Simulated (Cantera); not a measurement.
Input (Python, Cantera):

```python
import numpy as np
import cantera as ct

gas = ct.Solution("gri30.yaml")
gas.TPX = 1800, 100000, {'CH4': 1, 'CO': 0.99, 'O2': 1.66, 'N2': 6.25}
reactor = ct.IdealGasReactor(gas, energy="on", clone=False)
net = ct.ReactorNet([reactor])
net.rtol, net.atol = 1e-08, 1e-16
show = ['CH4', 'CO', 'O2', 'O', 'H2', 'HO2']
times = np.geomspace(5e-06, 4, 15)

steps = ct.SolutionArray(gas, extra=["t"])
rows = []
print(f"{'t/s':>10s}{'T/K':>9s}{'P/Pa':>11s}" + "".join(f"{s:>11s}" for s in show))
for t in times:
    while net.time < t:
        t_next = net.step()
        steps.append(gas.state, t=t_next)
    rows.append([np.interp(t, steps.t, y) for y in (steps.T, steps.P, *steps(*show).X.T)])
    print(f"{t:10.3e}{rows[-1][0]:9.1f}{rows[-1][1]:11.4g}" + "".join(f"{x:11.3e}" for x in rows[-1][2:]))
rate = np.gradient(steps.T, steps.t)
print("integrator steps:", len(steps.t))
if steps.T.max() > steps.T[0] + 200:
    print(f"time of steepest temperature rise: {steps.t[rate.argmax()]:.4e} s")
gas.TPX = 1800, 100000, {'CH4': 1, 'CO': 0.99, 'O2': 1.66, 'N2': 6.25}
gas.equilibrate("UV")
print(f"equilibrium (UV): T = {gas.T:.1f} K  " + "  ".join(f"{s} {gas[s].X[0]:.3e}" for s in show))
```

Output:

```
       t/s      T/K       P/Pa        CH4         CO         O2          O         H2        HO2
 5.000e-06   1799.7  9.999e+04  1.009e-01  9.999e-02  1.677e-01  5.394e-07  1.741e-05  4.598e-06
 1.320e-05   1799.3  9.997e+04  1.008e-01  9.997e-02  1.676e-01  8.771e-07  5.414e-05  8.030e-06
 3.486e-05   1799.3  9.999e+04  9.991e-02  9.991e-02  1.672e-01  2.305e-06  2.408e-04  1.616e-05
 9.203e-05   1846.2   1.03e+05  8.613e-02  1.015e-01  1.585e-01  2.687e-05  5.905e-03  1.496e-04
 2.430e-04   3012.2  1.809e+05  1.781e-13  1.377e-01  8.456e-03  8.214e-03  4.506e-02  4.880e-06
 6.415e-04   3005.4  1.804e+05  1.975e-13  1.384e-01  7.617e-03  7.541e-03  4.592e-02  4.456e-06
 1.694e-03   3004.3  1.803e+05  1.995e-13  1.385e-01  7.523e-03  7.466e-03  4.603e-02  4.405e-06
 4.472e-03   3004.3  1.803e+05  1.995e-13  1.385e-01  7.523e-03  7.466e-03  4.603e-02  4.405e-06
 1.181e-02   3004.3  1.803e+05  1.995e-13  1.385e-01  7.523e-03  7.466e-03  4.603e-02  4.405e-06
 3.118e-02   3004.3  1.803e+05  1.995e-13  1.385e-01  7.523e-03  7.466e-03  4.603e-02  4.405e-06
 8.231e-02   3004.3  1.803e+05  1.995e-13  1.385e-01  7.523e-03  7.466e-03  4.603e-02  4.405e-06
 2.173e-01   3004.3  1.803e+05  1.995e-13  1.385e-01  7.523e-03  7.466e-03  4.603e-02  4.405e-06
 5.738e-01   3004.3  1.803e+05  1.995e-13  1.385e-01  7.523e-03  7.466e-03  4.603e-02  4.405e-06
 1.515e+00   3004.3  1.803e+05  1.995e-13  1.385e-01  7.523e-03  7.466e-03  4.603e-02  4.405e-06
 4.000e+00   3004.3  1.803e+05  1.995e-13  1.385e-01  7.523e-03  7.466e-03  4.603e-02  4.405e-06
integrator steps: 1543
time of steepest temperature rise: 1.1696e-04 s
equilibrium (UV): T = 3004.3 K  CH4 2.501e-13  CO 1.385e-01  O2 7.523e-03  O 7.466e-03  H2 4.603e-02  HO2 4.405e-06
```

Detailed kinetics in Cantera: GRI-Mech 3.0 (53 species, 325 reactions). Above 3000 K some thermodynamic fits are extrapolated.
